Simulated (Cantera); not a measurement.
## Adiabatic ignition

An adiabatic, constant-volume homogeneous reactor starts with CH₄ : CO : O₂ : N₂ = 1 : 0.056 : 1.84 : 12.9 (molar parts), equivalence ratio 1.1, at 1475 K and 10.0 bar.

Detailed kinetics in Cantera: GRI-Mech 3.0 (53 species, 325 reactions).

| t (s) | T (K) | P (bar) | x CH₄ | x CO | x O₂ | x H₂ | x C₂H₆ | x O | x CH₂CO |
|---|---|---|---|---|---|---|---|---|---|
| 1.00e-5 | 1475 | 10.00 | 0.0633 | 0.00354 | 0.116 | 6.40e-7 | 3.93e-8 | 7.13e-9 | 2.03e-11 |
| 2.15e-5 | 1475 | 10.00 | 0.0633 | 0.00354 | 0.116 | 2.38e-6 | 6.53e-7 | 1.74e-8 | 1.30e-10 |
| 4.64e-5 | 1475 | 10.0 | 0.0632 | 0.00354 | 0.116 | 1.13e-5 | 9.91e-6 | 4.16e-8 | 1.28e-9 |
| 0.000100 | 1477 | 10.0 | 0.0629 | 0.00356 | 0.116 | 5.43e-5 | 7.30e-5 | 7.27e-8 | 2.41e-8 |
| 0.000215 | 1484 | 10.1 | 0.0617 | 0.00373 | 0.115 | 0.000298 | 0.000340 | 1.63e-7 | 6.37e-7 |
| 0.000464 | 2794 | 19.3 | <1e-12 | 0.0243 | 0.00347 | 0.00938 | <1e-12 | 0.000725 | <1e-12 |
| 0.00100 | 2779 | 19.2 | <1e-12 | 0.0250 | 0.00267 | 0.00989 | <1e-12 | 0.000593 | <1e-12 |
| 0.00215 | 2778 | 19.2 | <1e-12 | 0.0251 | 0.00262 | 0.00993 | <1e-12 | 0.000585 | <1e-12 |
| 0.00464 | 2778 | 19.2 | <1e-12 | 0.0251 | 0.00262 | 0.00993 | <1e-12 | 0.000585 | <1e-12 |
| 0.0100 | 2778 | 19.2 | <1e-12 | 0.0251 | 0.00262 | 0.00993 | <1e-12 | 0.000585 | <1e-12 |
| 0.0215 | 2778 | 19.2 | <1e-12 | 0.0251 | 0.00262 | 0.00993 | <1e-12 | 0.000585 | <1e-12 |
| 0.0464 | 2778 | 19.2 | <1e-12 | 0.0251 | 0.00262 | 0.00993 | <1e-12 | 0.000585 | <1e-12 |
| 0.100 | 2778 | 19.2 | <1e-12 | 0.0251 | 0.00262 | 0.00993 | <1e-12 | 0.000585 | <1e-12 |
| 0.215 | 2778 | 19.2 | <1e-12 | 0.0251 | 0.00262 | 0.00993 | <1e-12 | 0.000585 | <1e-12 |
| 0.464 | 2778 | 19.2 | <1e-12 | 0.0251 | 0.00262 | 0.00993 | <1e-12 | 0.000585 | <1e-12 |
| 1.00 | 2778 | 19.2 | <1e-12 | 0.0251 | 0.00262 | 0.00993 | <1e-12 | 0.000585 | <1e-12 |
x: mole fraction; the columns are a selection and need not sum to one.

The time of steepest temperature rise comes out as 0.439 ms and the temperature at 1.00 s comes out as 2778 K. The equilibrium temperature is 2778 K. The x(CH₄) at 1.00 s comes out as <1e-12 (gas-phase equilibrium <1e-12) and the x(CO) at 1.00 s comes out as 0.0251 (gas-phase equilibrium 0.0251). The x(O₂) at 1.00 s is 0.00262 (gas-phase equilibrium 0.00262).
